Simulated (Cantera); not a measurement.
Input (Python, Cantera) and output of one run.

```python
import numpy as np
import cantera as ct

gas_names = """
    H H2 Si SiH SiH2 SiH3 SiH4 Si2 Si3
""".split()
cond_names = """
    Si(cr) Si(L)
""".split()


# ... load() reads the species with a 1 bar reference pressure and builds the phases ...
atoms = {
    'Si': {'Si': 1},
    'H2': {'H': 2},
}
top_T = {}  # K; cautious upper limits of use, not melting points


# ... equilibrate(T, P, feed) seeds the gas with the atoms and calls Mixture.equilibrate('TP', solver="vcs", rtol=1e-11, max_steps=5000) ...
results = []
feed = {'Si': 1, 'H2': 2.7}  # mol
P = 890000  # Pa
for T in [900, 1000, 1100, 1200, 1300, 1400, 1500, 1600, 1700]:
    mix = equilibrate(T, P, feed)
    results.append((T, P, feed, dict(zip(mix.species_names, mix.species_moles))))
    x = sorted(zip(gas.X, gas.species_names), reverse=True)
    print(f"T = {T:g} K  P = {P:g} Pa  gas = {mix.phase_moles(0):.4g} mol")
    print("   x: " + "  ".join(f"{s} {v:.3e}" for v, s in x if v > 0.0001))
    print("   condensed (mol): " + ("  ".join(f"{mix.phase(i).name} {mix.phase_moles(i):.4g}"
          for i in range(1, mix.n_phases) if mix.phase_moles(i) > 1e-12) or "none"))
```

Output:

```
T = 900 K  P = 890000 Pa  gas = 2.7 mol
   x: H2 1.000e+00
   condensed (mol): Si(cr) 1
T = 1000 K  P = 890000 Pa  gas = 2.7 mol
   x: H2 1.000e+00
   condensed (mol): Si(cr) 1
T = 1100 K  P = 890000 Pa  gas = 2.7 mol
   x: H2 1.000e+00
   condensed (mol): Si(cr) 1
T = 1200 K  P = 890000 Pa  gas = 2.7 mol
   x: H2 1.000e+00
   condensed (mol): Si(cr) 1
T = 1300 K  P = 890000 Pa  gas = 2.7 mol
   x: H2 1.000e+00
   condensed (mol): Si(cr) 1
T = 1400 K  P = 890000 Pa  gas = 2.7 mol
   x: H2 1.000e+00
   condensed (mol): Si(cr) 1
T = 1500 K  P = 890000 Pa  gas = 2.7 mol
   x: H2 1.000e+00
   condensed (mol): Si(cr) 1
T = 1600 K  P = 890000 Pa  gas = 2.7 mol
   x: H2 1.000e+00
   condensed (mol): Si(cr) 1
T = 1700 K  P = 890000 Pa  gas = 2.7 mol
   x: H2 9.999e-01
   condensed (mol): Si(L) 0.9999
```

These are equilibrium values from Cantera (NASA tables, ideal gas, pure condensed phases), not measurements of a reactor. Gases not in the tables: Si2H6 and higher silanes.
